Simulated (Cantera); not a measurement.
A perfectly stirred reactor is fed with 15.9 % H₂, 17.6 % O₂, 66.5 % N₂, equivalence ratio 0.45, at 180 Torr; it is adiabatic with a 475 K inlet, and is followed from long to short residence time, starting on the burning branch (τ in s: 0.48, 0.13, 0.037, 0.01, 0.0029, 0.00082, 0.00023, 6.4e-05, 1.8e-05, 5.1e-06).

Model: the H2/O2 subset of GRI-Mech 3.0, which has no nitrogen chemistry, integrated in Cantera.

Task: Predict: blow-out, bracketed by the residence times tried; x(H₂) at τ = 0.480 s; x(O₂) at τ = 0.480 s; x(H₂O₂) at τ = 0.480 s; x(H₂O) at τ = 0.480 s; x(O) at τ = 0.480 s; x(H₂) at τ = 0.820 ms; x(O₂) at τ = 0.820 ms; x(H₂O₂) at τ = 0.820 ms; x(H₂O) at τ = 0.820 ms; x(O) at τ = 0.820 ms.

Result: 
* **blow-out, bracketed by the residence times tried**: burning at 0.230 ms, out at 64.0 µs
* **x(H₂) at τ = 0.480 s**: 0.000259
* **x(O₂) at τ = 0.480 s**: 0.105
* **x(H₂O₂) at τ = 0.480 s**: 6.52e-8
* **x(H₂O) at τ = 0.480 s**: 0.171
* **x(O) at τ = 0.480 s**: 0.000318
* **x(H₂) at τ = 0.820 ms**: 0.0105
* **x(O₂) at τ = 0.820 ms**: 0.106
* **x(H₂O₂) at τ = 0.820 ms**: 1.52e-6
* **x(H₂O) at τ = 0.820 ms**: 0.148
* **x(O) at τ = 0.820 ms**: 0.00989
